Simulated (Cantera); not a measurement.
Al + HCl + N2 (aluminium nitride and oxide growth)

Feed: 1 mol Al, 9.9 mol HCl, 140 mol N2, equilibrated at 0.00490 bar.

These are equilibrium values from Cantera (NASA tables, ideal gas, pure condensed phases), not measurements of a reactor. Candidate condensed phases: Al, AlCl3, AlN, NH4Cl; 20 gas species. The tables' values for AlCl2 are old estimates; treat these amounts as uncertain. The numbers say what is thermodynamically allowed, not how fast it happens.

| T (K) | x N2 | x HCl | x Cl | x H2 | x H |
|---|---|---|---|---|---|
| 1450 | 0.937 | 0.0465 | 5.16e-5 | 0.00985 | 1.34e-5 |
| 1525 | 0.937 | 0.0471 | 0.000131 | 0.00955 | 3.30e-5 |
| 1600 | 0.936 | 0.0482 | 0.000313 | 0.00895 | 7.35e-5 |
| 1675 | 0.935 | 0.0497 | 0.000713 | 0.00813 | 0.000150 |
| 1750 | 0.933 | 0.0510 | 0.00153 | 0.00735 | 0.000285 |
| 1825 | 0.931 | 0.0516 | 0.00298 | 0.00688 | 0.000522 |
| 1900 | 0.929 | 0.0509 | 0.00524 | 0.00692 | 0.000943 |
| 1975 | 0.927 | 0.0489 | 0.00827 | 0.00746 | 0.00169 |
| 2050 | 0.924 | 0.0457 | 0.0120 | 0.00833 | 0.00296 |
| 2125 | 0.921 | 0.0416 | 0.0164 | 0.00929 | 0.00500 |
| 2200 | 0.917 | 0.0366 | 0.0214 | 0.0101 | 0.00808 |
x: gas mole fraction; nothing condenses.

From 1450 K to 2200 K nothing is condensed. The main Al-bearing gas is AlCl3 at 1450 K and AlCl at 2200 K.
